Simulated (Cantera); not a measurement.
Cantera run, input and output.

```python
import numpy as np
import cantera as ct

gas = ct.Solution("gri30.yaml")
gas.TPX = 1075, 660000, {'C3H8': 1, 'O2': 3.33, 'N2': 12.5}
reactor = ct.IdealGasReactor(gas, energy="on", clone=False)
net = ct.ReactorNet([reactor])
net.rtol, net.atol = 1e-08, 1e-16
show = ['C3H8', 'O2', 'CO', 'NO2', 'NO']
times = np.geomspace(9e-06, 9, 14)

steps = ct.SolutionArray(gas, extra=["t"])
rows = []
print(f"{'t/s':>10s}{'T/K':>9s}{'P/Pa':>11s}" + "".join(f"{s:>11s}" for s in show))
for t in times:
    while net.time < t:
        t_next = net.step()
        steps.append(gas.state, t=t_next)
    rows.append([np.interp(t, steps.t, y) for y in (steps.T, steps.P, *steps(*show).X.T)])
    print(f"{t:10.3e}{rows[-1][0]:9.1f}{rows[-1][1]:11.4g}" + "".join(f"{x:11.3e}" for x in rows[-1][2:]))
rate = np.gradient(steps.T, steps.t)
print("integrator steps:", len(steps.t))
if steps.T.max() > steps.T[0] + 200:
    print(f"time of steepest temperature rise: {steps.t[rate.argmax()]:.4e} s")
gas.TPX = 1075, 660000, {'C3H8': 1, 'O2': 3.33, 'N2': 12.5}
gas.equilibrate("UV")
print(f"equilibrium (UV): T = {gas.T:.1f} K  " + "  ".join(f"{s} {gas[s].X[0]:.3e}" for s in show))
```

Output:

```
       t/s      T/K       P/Pa       C3H8         O2         CO        NO2         NO
 9.000e-06   1075.0    6.6e+05  5.942e-02  1.979e-01  4.373e-14  1.873e-27  5.805e-23
 2.605e-05   1075.0    6.6e+05  5.942e-02  1.979e-01  1.261e-12  9.599e-26  3.807e-22
 7.539e-05   1075.0    6.6e+05  5.942e-02  1.979e-01  4.638e-11  6.035e-24  3.604e-21
 2.182e-04   1075.0    6.6e+05  5.941e-02  1.979e-01  2.454e-09  4.671e-22  5.889e-20
 6.315e-04   1075.0    6.6e+05  5.936e-02  1.978e-01  8.517e-08  1.885e-20  6.256e-19
 1.828e-03   1074.9  6.601e+05  5.920e-02  1.978e-01  1.225e-06  3.272e-19  2.932e-18
 5.290e-03   1074.9  6.604e+05  5.868e-02  1.976e-01  1.376e-05  5.379e-18  1.313e-17
 1.531e-02   1076.7   6.63e+05  5.624e-02  1.963e-01  2.060e-04  2.307e-16  1.295e-16
 4.431e-02   2916.5  2.089e+06  2.621e-31  3.247e-04  1.142e-01  1.681e-07  1.524e-03
 1.283e-01   2916.5  2.089e+06  2.621e-31  3.247e-04  1.142e-01  1.681e-07  1.524e-03
 3.712e-01   2916.5  2.089e+06  2.621e-31  3.247e-04  1.142e-01  1.681e-07  1.524e-03
 1.074e+00   2916.5  2.089e+06  2.621e-31  3.247e-04  1.142e-01  1.681e-07  1.524e-03
 3.110e+00   2916.5  2.089e+06  2.621e-31  3.247e-04  1.142e-01  1.681e-07  1.524e-03
 9.000e+00   2916.5  2.089e+06  2.621e-31  3.247e-04  1.142e-01  1.681e-07  1.524e-03
integrator steps: 2566
time of steepest temperature rise: 2.5685e-02 s
equilibrium (UV): T = 2916.5 K  C3H8 3.457e-31  O2 3.247e-04  CO 1.142e-01  NO2 1.681e-07  NO 1.524e-03
```

Detailed kinetics in Cantera: GRI-Mech 3.0 (53 species, 325 reactions). GRI-Mech 3.0 was tuned for natural gas; its chemistry of propane as a main component is partial and can be far from experiment.
